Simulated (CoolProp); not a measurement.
c-C4F8 (RC318) along the isotherm 92.35 °C: fugacity coefficient from the reference equation and from simpler models built on Tc = 115.2 °C, pc = 2.778 MPa, ω = 0.355; each cubic takes its own stable root.

The numbers come from the reference Helmholtz-energy equation of state, Platzer 1990 in CoolProp. This equation is an older, rougher fit; its heat capacities, sound speeds and derivatives of the liquid may be far off and weren't checked against measurements.

| p (MPa) | phase | reference |
|---|---|---|
| 0.0878 | gas | 0.9872 |
| 0.148 | gas | 0.9785 |
| 0.25 | gas | 0.9637 |
| 0.422 | gas | 0.9387 |
| 0.712 | gas | 0.8967 |
| 1.2 | gas | 0.8257 |
| 2.03 | liquid | 0.6510 |
| 3.42 | liquid | 0.4177 |
| 5.78 | liquid | 0.2806 |
| 9.75 | liquid | 0.2040 |
| 16.5 | liquid | 0.1678 |
| 27.8 | liquid | 0.1686 |

### Question
How far does each simpler model (van der Waals, Redlich-Kwong, Peng-Robinson) lie from the reference over these 12 states: mean and median of the absolute difference, and the worst?

### Answer
- van der Waals: mean 22.9 %, median 8.9 %, worst +95.1 % at 92.35 °C and 27.8 MPa
- Redlich-Kwong: mean 6.0 %, median 3.7 %, worst +16.8 % at 92.35 °C and 27.8 MPa
- Peng-Robinson: mean 2.7 %, median 2.3 %, worst -9.9 % at 92.35 °C and 27.8 MPa

At some of these states van der Waals gives the other phase, because its saturation line lies elsewhere.
